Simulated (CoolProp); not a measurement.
Vapour-liquid equilibrium of methanol (1) + dimethyl carbonate (2) at 341.5 K; x and y are mole fractions of (1).

Model: multi-fluid Helmholtz-energy mixture model, de Reuck 1993 and Zhou 2011; pair parameters Bell 2016, in CoolProp.

```tsv
x	bubble pressure (kPa)	y at the bubble point	dew pressure at overall composition x (kPa)	liquid density (mol/L)
0.05	61.37	0.242	50.29	11.45
0.2	88.22	0.530	58.62	12.44
0.35	103.3	0.642	69.60	13.63
0.5	112.0	0.707	84.60	15.08
0.65	117.3	0.761	104.4	16.89
0.8	120.4	0.826	119.6	19.16
0.95	119.8	0.938	119.4	22.08
```

y crosses x between x = 0.8 and 0.95: the model has an azeotrope there.

The pair parameters rest on a limited set of measurements; away from them the model extrapolates.
